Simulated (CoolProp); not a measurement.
Vapour-liquid equilibrium of R134a (1) + R236FA (2) at 0.78 MPa; x and y are mole fractions of (1).

Model: multi-fluid Helmholtz-energy mixture model, Tillner-Roth 1994 and Pan 2012; pair parameters Bell 2016, in CoolProp.

```
x      bubble temperature, mixture model (°C)  bubble temperature, Raoult's law (°C)  y, mixture model  y, Raoult's law
-----  --------------------------------------  -------------------------------------  ----------------  ---------------
0.05                                     58.9                                   58.6             0.087            0.104
0.125                              (withheld)                                   55.4             0.207            0.242
0.2                                      53.3                                   52.5        (withheld)            0.360
0.275                              (withheld)                                   49.8             0.415            0.462
0.35                                     48.2                                   47.2        (withheld)            0.551
0.425                              (withheld)                                   44.8             0.586            0.629
0.5                                      43.5                                   42.6             0.659            0.698
0.575                                    41.3                                   40.5             0.726            0.759
0.65                                     39.2                                   38.5             0.786            0.813
0.725                              (withheld)                                   36.6             0.840            0.861
0.8                                      35.2                                   34.8             0.890            0.904
0.875                              (withheld)                                   33.1             0.935            0.943
0.95                                     31.6                                   31.5             0.975            0.978
```

Q: Some entries are withheld; supply them.

A: 
- 0.125, bubble temperature, mixture model (°C): 56.0
- 0.2, y, mixture model: 0.316
- 0.275, bubble temperature, mixture model (°C): 50.7
- 0.35, y, mixture model: 0.505
- 0.425, bubble temperature, mixture model (°C): 45.8
- 0.725, bubble temperature, mixture model (°C): 37.2
- 0.875, bubble temperature, mixture model (°C): 33.4

The largest gap from Raoult's law is +1.0 K in bubble temperature, at x = 0.425. No azeotrope shows between x = 0.05 and 0.95.

Pair parameters are fitted to limited data, so mixtures are less certain than the pure fluids.
